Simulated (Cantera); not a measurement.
Standard-state values (1 bar) from the NASA 1993 polynomials, evaluated with Cantera. Values are per mole of reaction as written; species without (g) are pure solids or liquids, kept so even where they would boil at 1 bar.

Sr + Cl2(g) ⇌ SrCl2, with ΔH° = -828.8 kJ and ΔS° = -163.2 J/K at 300 K.

Question: How far is the shortcut ΔG° ≈ ΔH°(300 K) − T·ΔS°(300 K) from the full temperature-dependent value at 748, 823, 898, 973, 1048, 1123, 1198, 1273, 1348 K?

Answer: 
| T (K) | shortcut (kJ) | full (kJ) | difference (kJ) | difference in log10 K | condensed phases |
|---|---|---|---|---|---|
| 748 | -706.8 | -710.5 | 3.8 | -0.26 | Sr(s), SrCl2(s) |
| 823 | -694.5 | -699.5 | 5.0 | -0.32 | Sr(s), SrCl2(s) |
| 898 | -682.3 | -688.6 | 6.3 | -0.37 | Sr(s), SrCl2(s) |
| 973 | -670.1 | -677.9 | 7.8 | -0.42 | Sr(s), SrCl2(s) |
| 1048 | -657.8 | -667.6 | 9.8 | -0.49 | Sr(l), SrCl2(s) |
| 1123 | -645.6 | -657.2 | 11.6 | -0.54 | Sr(l), SrCl2(s) |
| 1198 | -633.4 | -647.8 | 14.5 | -0.63 | Sr(l), SrCl2(l) |
| 1273 | -621.1 | -638.9 | 17.8 | -0.73 | Sr(l), SrCl2(l) |
| 1348 | -608.9 | -630.1 | 21.2 | -0.82 | Sr(l), SrCl2(l) |
The shortcut ignores heat capacities and the phase changes listed.
